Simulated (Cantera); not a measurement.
Silicon oxide and oxynitride deposition: TEOS + NO + H2

Feed: 1 mol TEOS, 2.2 mol NO, 9.5 mol H2, held at 0.0110 bar.

These are equilibrium values from Cantera (NASA tables, ideal gas, pure condensed phases), not measurements of a reactor. Candidate condensed phases: C, C6H6, C7H8, C8H18, H2O, Si, SiC, SiO2, Si2N2O, Si3N4; 151 gas species. The feed counts by its element totals alone. The numbers say what is thermodynamically allowed, not how fast it happens.

| T (K) | x H2 | x CO | x N2 | x H | x SiO | n C(graphite) | n Si2N2O(s) | n SiC(s) |
|---|---|---|---|---|---|---|---|---|
| 1298 | 0.756 | 0.221 | 0.0232 | 8.88e-6 | 5.21e-6 | 2.30 | 0.500 | 0 |
| 1398 | 0.756 | 0.221 | 0.0233 | 3.92e-5 | 8.22e-5 | 2.30 | 0.499 | 0 |
| 1498 | 0.727 | 0.231 | 0.0410 | 0.000140 | 0.000449 | 0.818 | 0 | 0.988 |
| 1598 | 0.727 | 0.231 | 0.0409 | 0.000433 | 0.000664 | 0.825 | 0 | 0.982 |
| 1698 | 0.726 | 0.230 | 0.0407 | 0.00117 | 0.000937 | 0.830 | 0 | 0.975 |
| 1798 | 0.724 | 0.230 | 0.0404 | 0.00286 | 0.00127 | 0.833 | 0 | 0.966 |
| 1898 | 0.721 | 0.229 | 0.0401 | 0.00633 | 0.00166 | 0.830 | 0 | 0.954 |
x: gas mole fraction; n: condensed amount in mol.

From 1298 K to 1398 K the condensed part is C(graphite) + Si2N2O(s). From 1498 K to 1898 K the condensed part is C(graphite) + SiC(s). The main Si-bearing gas is SiO throughout. The share of Si in condensed phases is highest at 1298 K (100.0 %) and lowest at 1898 K (95.4 %).
